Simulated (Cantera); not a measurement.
A perfectly stirred reactor is fed with H2 : O2 : N2 = 1.4 : 1 : 4.2 (molar parts), equivalence ratio 0.70, at 88000 Pa; it is held at 1175 K, and followed from long to short residence time.

Model: the H2/O2 subset of GRI-Mech 3.0, which has no nitrogen chemistry, integrated in Cantera. The temperature is held fixed by assumption; the heat of reaction is taken as removed at once.

Task: What does this change do: N2 4.2 to 2.9 parts?

Result: 
```json
[
 {"quantity": "x(H2) at τ = 26.0 s", "before": "3.04e-5", "after": "5.51e-5"},
 {"quantity": "x(O2) at τ = 26.0 s", "before": "0.0509", "after": "0.0652"},
 {"quantity": "x(O) at τ = 26.0 s", "before": "3.89e-7", "after": "2.34e-7"},
 {"quantity": "x(H2O) at τ = 26.0 s", "before": "0.237", "after": "0.304"},
 {"quantity": "x(H2O2) at τ = 26.0 s", "before": "6.26e-8", "after": "5.51e-8"},
 {"quantity": "x(H2) at τ = 60.0 ms", "before": "0.00155", "after": "0.00228"},
 {"quantity": "x(O2) at τ = 60.0 ms", "before": "0.0515", "after": "0.0662"},
 {"quantity": "x(O) at τ = 60.0 ms", "before": "4.66e-5", "after": "3.91e-5"},
 {"quantity": "x(H2O) at τ = 60.0 ms", "before": "0.235", "after": "0.302"},
 {"quantity": "x(H2O2) at τ = 60.0 ms", "before": "2.55e-6", "after": "4.23e-6"}
]
```
